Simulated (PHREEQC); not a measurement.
A column of 1 m (40 cells, dispersivity 0.08 m, 3600 s a shift, diffusion coefficient 3e-10 m²/s) holds 0.068 eq of the database's cation exchanger X per kg of pore water, first in equilibrium with 0.00041 mol/kgw ZnSO4, 0.016 mol/kgw CdCl2 and 1e-05 mol/kgw HCl. It is flushed with 0.00069 mol ZnSO4, 0.078 mol Na2SO4, 0.033 mol NaCl and 1e-05 mol HCl per kg of water, at 25 °C. Values are for the last cell. CO2 from the air is kept out. Precipitation was switched off in this run.

Computed with PHREEQC (ion-association model, phreeqc.dat).

```json
[
 {"pore volumes": "0", "Na in solution (mol/kgw)": "0", "S in solution (mol/kgw)": "0.000410", "Cd in solution (mol/kgw)": "0.0160", "Zn in solution (mol/kgw)": "0.000410", "ZnX2 on the exchanger (mol/kgw)": "0.00174", "NaX on the exchanger (mol/kgw)": "0"},
 {"pore volumes": "0.2125", "Na in solution (mol/kgw)": "2.32e-8", "S in solution (mol/kgw)": "0.000411", "Cd in solution (mol/kgw)": "0.0160", "Zn in solution (mol/kgw)": "0.000410", "ZnX2 on the exchanger (mol/kgw)": "0.00174", "NaX on the exchanger (mol/kgw)": "7.20e-9"},
 {"pore volumes": "0.4125", "Na in solution (mol/kgw)": "0.000373", "S in solution (mol/kgw)": "0.00152", "Cd in solution (mol/kgw)": "0.0169", "Zn in solution (mol/kgw)": "0.000447", "ZnX2 on the exchanger (mol/kgw)": "0.00174", "NaX on the exchanger (mol/kgw)": "0.000113"},
 {"pore volumes": "0.5125", "Na in solution (mol/kgw)": "0.00245", "S in solution (mol/kgw)": "0.00486", "Cd in solution (mol/kgw)": "0.0191", "Zn in solution (mol/kgw)": "0.000542", "ZnX2 on the exchanger (mol/kgw)": "0.00173", "NaX on the exchanger (mol/kgw)": "0.000701"},
 {"pore volumes": "0.7125", "Na in solution (mol/kgw)": "0.0187", "S in solution (mol/kgw)": "0.0194", "Cd in solution (mol/kgw)": "0.0254", "Zn in solution (mol/kgw)": "0.000846", "ZnX2 on the exchanger (mol/kgw)": "0.00167", "NaX on the exchanger (mol/kgw)": "0.00467"},
 {"pore volumes": "0.9125", "Na in solution (mol/kgw)": "0.0499", "S in solution (mol/kgw)": "0.0380", "Cd in solution (mol/kgw)": "0.0283", "Zn in solution (mol/kgw)": "0.00104", "ZnX2 on the exchanger (mol/kgw)": "0.00155", "NaX on the exchanger (mol/kgw)": "0.0116"},
 {"pore volumes": "1.113", "Na in solution (mol/kgw)": "0.0843", "S in solution (mol/kgw)": "0.0536", "Cd in solution (mol/kgw)": "0.0267", "Zn in solution (mol/kgw)": "0.00107", "ZnX2 on the exchanger (mol/kgw)": "0.00143", "NaX on the exchanger (mol/kgw)": "0.0195"},
 {"pore volumes": "1.212", "Na in solution (mol/kgw)": "0.0999", "S in solution (mol/kgw)": "0.0595", "Cd in solution (mol/kgw)": "0.0249", "Zn in solution (mol/kgw)": "0.00104", "ZnX2 on the exchanger (mol/kgw)": "0.00137", "NaX on the exchanger (mol/kgw)": "0.0233"},
 {"pore volumes": "1.413", "Na in solution (mol/kgw)": "0.126", "S in solution (mol/kgw)": "0.0679", "Cd in solution (mol/kgw)": "0.0206", "Zn in solution (mol/kgw)": "0.000954", "ZnX2 on the exchanger (mol/kgw)": "0.00128", "NaX on the exchanger (mol/kgw)": "0.0303"},
 {"pore volumes": "1.613", "Na in solution (mol/kgw)": "0.144", "S in solution (mol/kgw)": "0.0729", "Cd in solution (mol/kgw)": "0.0164", "Zn in solution (mol/kgw)": "0.000856", "ZnX2 on the exchanger (mol/kgw)": "0.00121", "NaX on the exchanger (mol/kgw)": "0.0363"},
 {"pore volumes": "1.812", "Na in solution (mol/kgw)": "0.157", "S in solution (mol/kgw)": "0.0756", "Cd in solution (mol/kgw)": "0.0129", "Zn in solution (mol/kgw)": "0.000768", "ZnX2 on the exchanger (mol/kgw)": "0.00117", "NaX on the exchanger (mol/kgw)": "0.0413"},
 {"pore volumes": "1.913", "Na in solution (mol/kgw)": "0.162", "S in solution (mol/kgw)": "0.0765", "Cd in solution (mol/kgw)": "0.0113", "Zn in solution (mol/kgw)": "0.000731", "ZnX2 on the exchanger (mol/kgw)": "0.00115", "NaX on the exchanger (mol/kgw)": "0.0435"},
 {"pore volumes": "2.112", "Na in solution (mol/kgw)": "0.169", "S in solution (mol/kgw)": "0.0775", "Cd in solution (mol/kgw)": "0.00884", "Zn in solution (mol/kgw)": "0.000670", "ZnX2 on the exchanger (mol/kgw)": "0.00113", "NaX on the exchanger (mol/kgw)": "0.0473"},
 {"pore volumes": "2.312", "Na in solution (mol/kgw)": "0.174", "S in solution (mol/kgw)": "0.0781", "Cd in solution (mol/kgw)": "0.00690", "Zn in solution (mol/kgw)": "0.000625", "ZnX2 on the exchanger (mol/kgw)": "0.00112", "NaX on the exchanger (mol/kgw)": "0.0505"},
 {"pore volumes": "2.513", "Na in solution (mol/kgw)": "0.178", "S in solution (mol/kgw)": "0.0784", "Cd in solution (mol/kgw)": "0.00542", "Zn in solution (mol/kgw)": "0.000593", "ZnX2 on the exchanger (mol/kgw)": "0.00112", "NaX on the exchanger (mol/kgw)": "0.0531"},
 {"pore volumes": "2.612", "Na in solution (mol/kgw)": "0.179", "S in solution (mol/kgw)": "0.0785", "Cd in solution (mol/kgw)": "0.00480", "Zn in solution (mol/kgw)": "0.000582", "ZnX2 on the exchanger (mol/kgw)": "0.00113", "NaX on the exchanger (mol/kgw)": "0.0543"},
 {"pore volumes": "2.812", "Na in solution (mol/kgw)": "0.181", "S in solution (mol/kgw)": "0.0786", "Cd in solution (mol/kgw)": "0.00379", "Zn in solution (mol/kgw)": "0.000566", "ZnX2 on the exchanger (mol/kgw)": "0.00115", "NaX on the exchanger (mol/kgw)": "0.0563"},
 {"pore volumes": "3.013", "Na in solution (mol/kgw)": "0.183", "S in solution (mol/kgw)": "0.0786", "Cd in solution (mol/kgw)": "0.00300", "Zn in solution (mol/kgw)": "0.000557", "ZnX2 on the exchanger (mol/kgw)": "0.00117", "NaX on the exchanger (mol/kgw)": "0.0579"}
]
```
